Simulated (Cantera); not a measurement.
Cantera run, input and output.

```python
import numpy as np
import cantera as ct

gas = ct.Solution("gri30.yaml")


def delay(T, t_max=10):
    gas.TPX = T, 300000, {'CH4': 1, 'O2': 1.54, 'N2': 5.78}
    reactor = ct.IdealGasReactor(gas, clone=False)
    net = ct.ReactorNet([reactor])
    net.rtol, net.atol = 1e-8, 1e-16
    while net.time < t_max:
        t_old, T_old = net.time, reactor.T
        net.step()
        if reactor.T > T + 400:  # ignition: a rise of 400 K
            return t_old + (T + 400 - T_old) / (reactor.T - T_old) * (net.time - t_old)
    return np.nan


taus = []
for T in [1100, 1200, 1300, 1400, 1500, 1600]:
    taus.append(delay(T))
    print(f"T0 = {T:6g} K   tau = {taus[-1]:.4e} s")
```

Output:

```
T0 =   1100 K   tau = 7.5402e-02 s
T0 =   1200 K   tau = 1.8213e-02 s
T0 =   1300 K   tau = 5.0142e-03 s
T0 =   1400 K   tau = 1.5440e-03 s
T0 =   1500 K   tau = 5.2609e-04 s
T0 =   1600 K   tau = 1.9968e-04 s
```

Cantera simulation using GRI-Mech 3.0 (53 species, 325 reactions); the numbers are that mechanism's predictions, not measurements.
